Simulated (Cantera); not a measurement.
Input: 1 mol Si3N4, 0.0052 mol O2, 79 mol H2, at 1225 K and 52.0 mbar.

Equilibrium computed with Cantera from the NASA thermochemical tables; the gas is ideal and each condensed phase is pure. Candidate condensed phases: H2O, Si, SiO2, Si2N2O, Si3N4; 35 gas species. Mutual solubility and eutectic melting of coexisting phases are not modelled. Kinetics and transport are ignored.

Base state: H2 1.000, N2 4.39e-5 (mole fractions); condensed: Si2N2O(s) + Si3N4(s).

**Question.** What changes in the equilibrium state with this change: temperature from 1225 K to 1850 K?

**Answer.** 
| species | before | after |
|---|---|---|
| H2 | 1.000 | 0.973 |
| N2 | 4.39e-5 | 0.0247 |
| H | 1.37e-6 | 0.00233 |
| SiO | 1.33e-9 | 0.000128 |
| Si | <1e-9 | 0.000124 |
| SiH | <1e-9 | 2.77e-5 |
| SiH2 | 1.74e-9 | 4.10e-5 |
| Si2N2O(s), mol | 0.0104 | 0 |
| Si3N4(s), mol | 0.993 | 0 |
| Si(l), mol | 0 | 2.97 |
Gases not in the tables: Si2H6 and higher silanes.
